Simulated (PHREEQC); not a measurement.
A solution holds 0.08 mol HCl and 0.00028 mol MnSO4 per kg of water, at 25 °C. Closed to the air; pH follows from the charge balance.

All values are PHREEQC results (ion-association model, phreeqc.dat), not measurements.

Precipitation was switched off in this run.

Problem. Order these S species by the share of S that they hold, largest first: HSO4-, MnSO4, SO4-2.

Solution. HSO4- (76 %), SO4-2 (23 %), MnSO4 (0.17 %)

Problem. Order these Mn species by the share of Mn that they hold, largest first: MnCl2, Mn+2, MnSO4, MnCl+.

Solution. Mn+2 (88 %), MnCl+ (12 %), MnCl2 (0.25 %), MnSO4 (0.17 %)

The pH is 1.18 and the ionic strength 0.0806 mol/kgw.
